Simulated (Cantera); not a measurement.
Input (Python, Cantera):

```python
import numpy as np
import cantera as ct

gas = ct.Solution("h2o2.yaml")
gas.TPX = 1400, 13332, {'H2': 1.1, 'O2': 1, 'N2': 1.9}
reactor = ct.IdealGasConstPressureReactor(gas, energy="off", clone=False)
net = ct.ReactorNet([reactor])
net.rtol, net.atol = 1e-08, 1e-18
show = ['H2', 'O2', 'H2O2', 'OH', 'HO2']
times = np.geomspace(8e-06, 40, 9)

steps = ct.SolutionArray(gas, extra=["t"])
rows = []
print(f"{'t/s':>10s}{'T/K':>9s}{'P/Pa':>11s}" + "".join(f"{s:>11s}" for s in show))
for t in times:
    while net.time < t:
        t_next = net.step()
        steps.append(gas.state, t=t_next)
    rows.append([np.interp(t, steps.t, y) for y in (steps.T, steps.P, *steps(*show).X.T)])
    print(f"{t:10.3e}{rows[-1][0]:9.1f}{rows[-1][1]:11.4g}" + "".join(f"{x:11.3e}" for x in rows[-1][2:]))
rate = np.gradient(steps.T, steps.t)
print("integrator steps:", len(steps.t))
if steps.T.max() > steps.T[0] + 200:
    print(f"time of steepest temperature rise: {steps.t[rate.argmax()]:.4e} s")
gas.TPX = 1400, 13332, {'H2': 1.1, 'O2': 1, 'N2': 1.9}
gas.equilibrate("TP")
print(f"equilibrium (TP): T = {gas.T:.1f} K  " + "  ".join(f"{s} {gas[s].X[0]:.3e}" for s in show))
```

Output:

```
       t/s      T/K       P/Pa         H2         O2       H2O2         OH        HO2
 8.000e-06   1400.0  1.333e+04  2.750e-01  2.500e-01  5.081e-10  2.834e-08  1.287e-07
 5.501e-05   1400.0  1.333e+04  2.743e-01  2.497e-01  3.507e-08  6.813e-05  3.252e-06
 3.783e-04   1400.0  1.333e+04  2.481e-02  1.313e-01  1.584e-06  1.222e-02  1.768e-05
 2.601e-03   1400.0  1.333e+04  1.752e-03  1.296e-01  7.819e-07  3.118e-03  1.083e-05
 1.789e-02   1400.0  1.333e+04  3.576e-05  1.303e-01  7.430e-08  4.550e-04  5.604e-07
 1.230e-01   1400.0  1.333e+04  2.780e-06  1.304e-01  9.969e-09  1.293e-04  8.084e-08
 8.459e-01   1400.0  1.333e+04  1.103e-06  1.304e-01  4.713e-09  8.115e-05  6.821e-08
 5.817e+00   1400.0  1.333e+04  1.100e-06  1.304e-01  4.701e-09  8.100e-05  6.821e-08
 4.000e+01   1400.0  1.333e+04  1.100e-06  1.304e-01  4.701e-09  8.100e-05  6.821e-08
integrator steps: 1890
equilibrium (TP): T = 1400.0 K  H2 1.100e-06  O2 1.304e-01  H2O2 4.701e-09  OH 8.100e-05  HO2 6.821e-08
```

Computed with Cantera and the H2/O2 subset of GRI-Mech 3.0, which has no nitrogen chemistry. The temperature is held fixed by assumption; the heat of reaction is taken as removed at once.
